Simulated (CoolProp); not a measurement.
Vapour-liquid equilibrium of propylene (1) + R125 (2) at 19.4 kPa; x and y are mole fractions of (1).

Values from CoolProp's multi-fluid Helmholtz-energy mixture model, Lemmon 2013 and Lemmon 2005; pair parameters Bell 2016.

Q: Give the bubble temperature and the first vapour's composition at x = 0.575, 0.875, 0.95. Is there an azeotrope?

A: x = 0.575: -83.5 °C, y = 0.553; x = 0.875: -82.0 °C, y = 0.709; x = 0.95: -80.4 °C, y = 0.840. y crosses x between x = 0.5 and 0.575: the model has an azeotrope there.

The pair parameters rest on a limited set of measurements; away from them the model extrapolates.
